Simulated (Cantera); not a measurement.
Input (Python, Cantera):

```python
import numpy as np
import cantera as ct

gas = ct.Solution("gri30.yaml")
gas.TPX = 1250, 33000, {'N2O': 1, 'N2': 9.1}
reactor = ct.IdealGasConstPressureReactor(gas, energy="off", clone=False)
net = ct.ReactorNet([reactor])
net.rtol, net.atol = 1e-08, 1e-18
show = ['N2O', 'NO', 'O', 'NO2', 'O2', 'N2']
times = np.geomspace(0.0003, 3, 11)

steps = ct.SolutionArray(gas, extra=["t"])
rows = []
print(f"{'t/s':>10s}{'T/K':>9s}{'P/Pa':>11s}" + "".join(f"{s:>11s}" for s in show))
for t in times:
    while net.time < t:
        t_next = net.step()
        steps.append(gas.state, t=t_next)
    rows.append([np.interp(t, steps.t, y) for y in (steps.T, steps.P, *steps(*show).X.T)])
    print(f"{t:10.3e}{rows[-1][0]:9.1f}{rows[-1][1]:11.4g}" + "".join(f"{x:11.3e}" for x in rows[-1][2:]))
rate = np.gradient(steps.T, steps.t)
print("integrator steps:", len(steps.t))
if steps.T.max() > steps.T[0] + 200:
    print(f"time of steepest temperature rise: {steps.t[rate.argmax()]:.4e} s")
gas.TPX = 1250, 33000, {'N2O': 1, 'N2': 9.1}
gas.equilibrate("TP")
print(f"equilibrium (TP): T = {gas.T:.1f} K  " + "  ".join(f"{s} {gas[s].X[0]:.3e}" for s in show))
```

Result:

```
       t/s      T/K       P/Pa        N2O         NO          O        NO2         O2         N2
 3.000e-04   1250.0    3.3e+04  9.900e-02  1.039e-06  3.245e-06  1.514e-11  3.604e-06  9.010e-01
 7.536e-04   1250.0    3.3e+04  9.897e-02  3.716e-06  3.758e-06  1.921e-10  1.289e-05  9.010e-01
 1.893e-03   1250.0    3.3e+04  9.892e-02  1.075e-05  3.786e-06  1.579e-09  3.731e-05  9.010e-01
 4.755e-03   1250.0    3.3e+04  9.877e-02  2.842e-05  3.785e-06  1.053e-08  9.863e-05  9.011e-01
 1.194e-02   1250.0    3.3e+04  9.840e-02  7.264e-05  3.784e-06  6.142e-08  2.522e-04  9.013e-01
 3.000e-02   1250.0    3.3e+04  9.748e-02  1.828e-04  3.779e-06  3.015e-07  6.352e-04  9.017e-01
 7.536e-02   1250.0    3.3e+04  9.521e-02  4.537e-04  3.764e-06  1.141e-06  1.579e-03  9.028e-01
 1.893e-01   1250.0    3.3e+04  8.977e-02  1.101e-03  3.726e-06  3.322e-06  3.845e-03  9.053e-01
 4.755e-01   1250.0    3.3e+04  7.760e-02  2.536e-03  3.624e-06  8.183e-06  8.924e-03  9.109e-01
 1.194e+00   1250.0    3.3e+04  5.447e-02  5.191e-03  3.345e-06  1.720e-05  1.860e-02  9.217e-01
 3.000e+00   1250.0    3.3e+04  2.417e-02  8.394e-03  2.556e-06  2.812e-05  3.143e-02  9.360e-01
integrator steps: 581
equilibrium (TP): T = 1250.0 K  N2O 6.350e-09  NO 1.477e-04  O 2.632e-08  NO2 5.374e-07  O2 4.710e-02  N2 9.528e-01
```

Detailed kinetics in Cantera: GRI-Mech 3.0 (53 species, 325 reactions). GRI-Mech 3.0 was tuned for natural gas; its chemistry of N2O as a main component is partial and can be far from experiment. The mechanism lacks the step 2 NO + O2 → 2 NO2, which can matter for NO2 below about 1400 K. The temperature is held fixed by assumption; the heat of reaction is taken as removed at once.
